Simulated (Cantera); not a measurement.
**Equilibrium for halide evaporation, hydrolysis and transport: CaF2 + H2 + H2O**

Input: 1 mol CaF2, 0.11 mol H2, 1.4 mol H2O, held at 10.0 Torr.

These are equilibrium values from Cantera (NASA tables, ideal gas, pure condensed phases), not measurements of a reactor. Candidate condensed phases: Ca, CaF2, CaO, Ca(OH)2, H2O; 29 gas species. Mutual solubility and eutectic melting of coexisting phases are not modelled. Equilibrium is a limit: real reactors are often held back by kinetics, nucleation or transport.

From 1073 K to 1673 K the condensed part is CaF2(s) + CaO(s). From 1748 K to 1898 K the condensed part is CaF2(l) + CaO(s).

```csv
T (K),x H2O,x HF,x CaF2,x H2,x H,x OH,x CaF,n CaF2(s),n CaO(s),n CaF2(l)
1073,0.926,0.00159,3.03e-10,0.0728,3.27e-8,1.56e-9,<1e-12,0.999,0.00120,0
1148,0.923,0.00442,6.59e-9,0.0727,1.67e-7,1.27e-8,<1e-12,0.997,0.00335,0
1223,0.917,0.0108,9.65e-8,0.0725,7.01e-7,7.99e-8,1.88e-12,0.992,0.00817,0
1298,0.905,0.0234,1.02e-6,0.0720,2.49e-6,4.05e-7,3.46e-11,0.982,0.0179,0
1373,0.882,0.0463,8.19e-6,0.0712,7.69e-6,1.70e-6,4.58e-10,0.964,0.0358,0
1448,0.846,0.0838,5.18e-5,0.0698,2.11e-5,6.09e-6,4.61e-9,0.934,0.0661,0
1523,0.793,0.139,0.000265,0.0677,5.21e-5,1.88e-5,3.65e-8,0.887,0.113,0
1598,0.719,0.215,0.00114,0.0649,0.000117,5.07e-5,2.37e-7,0.816,0.182,0
1673,0.626,0.308,0.00423,0.0612,0.000244,0.000120,1.31e-6,0.716,0.277,0
1748,0.526,0.403,0.0129,0.0571,0.000473,0.000254,6.08e-6,0,0.388,0.587
1823,0.419,0.492,0.0350,0.0522,0.000857,0.000479,2.49e-5,0,0.518,0.409
1898,0.306,0.560,0.0867,0.0458,0.00145,0.000790,9.35e-5,0,0.668,0.125
```
x: gas mole fraction; n: condensed amount in mol.
